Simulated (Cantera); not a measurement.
**Gas-phase reforming**

A perfectly stirred reactor is fed with CH₄ : CO₂ = 1 : 1 (molar parts), at 1200000 Pa; it is held at 1350 K, and followed from long to short residence time.

Computed with Cantera and GRI-Mech 3.0 (53 species, 325 reactions). The pressure lies above the range GRI-Mech 3.0 was tuned for (to about 10 atm).

```
τ (s)    x CH₄  x CO₂      x H₂     x H₂O    x C₂H₂    x C₂H₄    x O₂
-------  -----  -----  --------  --------  --------  --------  ------
1.7      0.379  0.413    0.0549    0.0543    0.0208    0.0225  <1e-12
0.52     0.452  0.477    0.0327    0.0104   0.00857   0.00834  <1e-12
0.16     0.484  0.495    0.0124   0.00130   0.00216   0.00325  <1e-12
0.050    0.495  0.499   0.00347  0.000128  0.000255   0.00110  <1e-12
0.015    0.499  0.500  0.000805   1.22e-5   1.28e-5  0.000203  <1e-12
0.0047   0.500  0.500  0.000207   1.98e-6   4.71e-7   2.66e-5  <1e-12
0.0015   0.500  0.500   6.04e-5   4.91e-7   1.95e-8   3.74e-6  <1e-12
0.00045  0.500  0.500   1.75e-5   1.35e-7  8.61e-10   5.90e-7  <1e-12
```
x: mole fraction; the columns are a selection and need not sum to one.
